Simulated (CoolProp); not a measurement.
Sulfur dioxide along the isotherm 199.85 °C: density (kg/m³) from the reference equation and from simpler models built on Tc = 157.5 °C, pc = 7.887 MPa, ω = 0.256; each cubic takes its own stable root.

Model: reference Helmholtz-energy equation of state, Gao 2016, in CoolProp.

```
p (MPa)          phase  reference
-------  -------------  ---------
2.46               gas      43.63
4.93               gas      97.04
7.39               gas      166.1
9.86     supercritical      265.4
12.3     supercritical      421.1
14.8     supercritical      602.1
17.3     supercritical      712.6
19.7     supercritical      777.3
```

**Question.** How far does each simpler model (ideal gas, van der Waals, Soave-Redlich-Kwong, Peng-Robinson) lie from the reference over these 8 states: mean and median of the absolute difference, and the worst?

**Answer.** 
- ideal gas: mean 40.5 %, median 45.9 %, worst -60.5 % at 199.85 °C and 17.3 MPa
- van der Waals: mean 8.5 %, median 8.7 %, worst -20.9 % at 199.85 °C and 19.7 MPa
- Soave-Redlich-Kwong: mean 7.7 %, median 6.0 %, worst -16.3 % at 199.85 °C and 17.3 MPa
- Peng-Robinson: mean 4.6 %, median 2.7 %, worst -9.4 % at 199.85 °C and 17.3 MPa
